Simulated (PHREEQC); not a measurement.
A made-up water analysis in mmol/kgw, 25 °C, pH 7.58, pe 12.8:

```tsv
constituent	mmol/kgw
Na	0.381
K	0.499
Ca	0.101
Mg	0.0139
Cl	0.26
S(6)	0.155
Alkalinity (meq/kgw)	0.547
Si	0.00248
```

Cl is adjusted to close the charge balance.
Valence states are taken as typed.

Computed with PHREEQC (ion-association model, wateq4f.dat).

```
Property                 Result
--------------  ---------------
ionic strength  0.00137 mol/kgw
```

```json
[
 {"species": "HCO3-", "molality": "0.000543", "activity": "0.000522", "log γ": "-0.018"},
 {"species": "K+", "molality": "0.000499", "activity": "0.000478", "log γ": "-0.018"},
 {"species": "Na+", "molality": "0.000381", "activity": "0.000365", "log γ": "-0.018"},
 {"species": "Cl-", "molality": "0.000253", "activity": "0.000243", "log γ": "-0.018"},
 {"species": "SO4-2", "molality": "0.000152", "activity": "0.000129", "log γ": "-0.071"},
 {"species": "Ca+2", "molality": "9.82e-5", "activity": "8.34e-5", "log γ": "-0.071"},
 {"species": "CO2", "molality": "3.08e-5", "activity": "3.08e-5", "log γ": "0.000"},
 {"species": "O2", "molality": "2.75e-5", "activity": "2.75e-5", "log γ": "0.000"},
 {"species": "Mg+2", "molality": "1.35e-5", "activity": "1.15e-5", "log γ": "-0.070"},
 {"species": "H4SiO4", "molality": "2.47e-6", "activity": "2.47e-6", "log γ": "0.000"},
 {"species": "CaSO4", "molality": "2.14e-6", "activity": "2.14e-6", "log γ": "0.000"},
 {"species": "CO3-2", "molality": "1.10e-6", "activity": "9.30e-7", "log γ": "-0.071"},
 {"species": "CaHCO3+", "molality": "5.78e-7", "activity": "5.55e-7", "log γ": "-0.018"},
 {"species": "KSO4-", "molality": "4.51e-7", "activity": "4.33e-7", "log γ": "-0.018"},
 {"species": "OH-", "molality": "3.97e-7", "activity": "3.81e-7", "log γ": "-0.018"}
]
```

Precipitation was switched off in this run. Complexes and solids missing from the database can't appear.
